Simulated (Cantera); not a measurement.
An isothermal, constant-pressure homogeneous reactor starts with 89.3 % N2O, 10.7 % H2O, at 1500 K and 700 Pa.

Cantera simulation using GRI-Mech 3.0 (53 species, 325 reactions); the numbers are that mechanism's predictions, not measurements. GRI-Mech 3.0 was tuned for natural gas; its chemistry of N2O as a main component is partial and can be far from experiment. Radical loss at walls, strong at low pressure, is not modelled. The temperature is held fixed by assumption; the heat of reaction is taken as removed at once.

One state of this run: x N2O = 0.166; x H2O = 0.0800; x H2O2 = 4.90e-9; x OH = 0.000425; x H = 1.15e-6; x N2 = 0.456. x: mole fraction; the columns are a selection and need not sum to one.

Problem. Which value of t (s) does it belong to?
A. 0.0120
B. 2.40
C. 0.0346
D. 0.00416

Solution. B, 2.40
